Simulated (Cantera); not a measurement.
Charge: 1 mol NH₃, 2.6 mol H₂, 0.74 mol O₂, at 2175 °C and 0.270 Torr.

Cantera equilibrium calculation (NASA polynomials, part measured and part estimated; ideal gas, pure solids and liquids). Candidate condensed phases: H₂O; 24 gas species. Rates play no part.

Base state: H 0.499, H₂ 0.227, H₂O 0.0931, N₂ 0.0712, O 0.0585, OH 0.0400, O₂ 0.00991, NO 0.00137 (mole fractions); condensed: gas only.

What changes in the equilibrium state with this change: pressure from 0.270 Torr to 0.660 Torr?


```json
[
 {"species": "H", "before": "0.499", "after": "0.373"},
 {"species": "H₂", "before": "0.227", "after": "0.309"},
 {"species": "H₂O", "before": "0.0931", "after": "0.161"},
 {"species": "O", "before": "0.0585", "after": "0.0304"},
 {"species": "N₂", "before": "0.0712", "after": "0.0817"},
 {"species": "OH", "before": "0.0400", "after": "0.0379"},
 {"species": "O₂", "before": "0.00991", "after": "0.00654"},
 {"species": "NO", "before": "0.00137", "after": "0.00119"}
]
```

What changes in the equilibrium state with this change: temperature from 2175 °C to 1302 °C?


| species | before | after |
|---|---|---|
| H₂ | 0.227 | 0.568 |
| H₂O | 0.0931 | 0.321 |
| N₂ | 0.0712 | 0.109 |
| H | 0.499 | 0.00165 |
| O | 0.0585 | 8.28e-8 |
| OH | 0.0400 | 3.39e-5 |
| O₂ | 0.00991 | 2.15e-8 |
| NO | 0.00137 | 2.06e-7 |

What changes in the equilibrium state with this change: NH₃ replaced by S?


```
species   before    after
-------  -------  -------
H          0.499    0.470
H₂         0.227    0.201
SO             0   0.0905
N₂        0.0712        0
S              0   0.0699
SO₂            0   0.0302
H₂O       0.0931   0.0596
OH        0.0400   0.0272
O         0.0585   0.0423
SH             0  0.00273
S₂             0  0.00143
NO       0.00137        0
H₂S            0  3.15e-5
```
Further candidate phases: H₂SO₄, S.
